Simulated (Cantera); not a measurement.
Charge: 1 mol Si2Cl6, 0.066 mol HCl, 820 mol H2, equilibrated at 1127 °C and 2.30 mbar.

Equilibrium computed with Cantera from the NASA thermochemical tables; the gas is ideal and each condensed phase is pure. Candidate condensed phases: Si; 19 gas species. The feed counts by its element totals alone. Equilibrium is a limit: real reactors are often held back by kinetics, nucleation or transport.

Base state: H2 0.993, HCl 0.00707, SiCl2 0.000149, H 0.000101 (mole fractions); condensed: Si(s).

Question: What changes in the equilibrium state with this change: H2 from 820 to 7.6 mol?

Answer: 
```json
[
 {"species": "H2", "before": "0.993", "after": "0.626"},
 {"species": "HCl", "before": "0.00707", "after": "0.190"},
 {"species": "SiCl2", "before": "0.000149", "after": "0.171"},
 {"species": "SiCl4", "before": "1.81e-9", "after": "0.00239"},
 {"species": "SiCl3", "before": "2.52e-7", "after": "0.00982"},
 {"species": "SiHCl3", "before": "1.80e-8", "after": "0.000557"},
 {"species": "SiH2Cl2", "before": "2.69e-8", "after": "1.95e-5"},
 {"species": "Si(s), mol", "before": "1.88", "after": "0.0549"}
]
```
The tables' values for SiCl3 are old estimates; treat these amounts as uncertain.
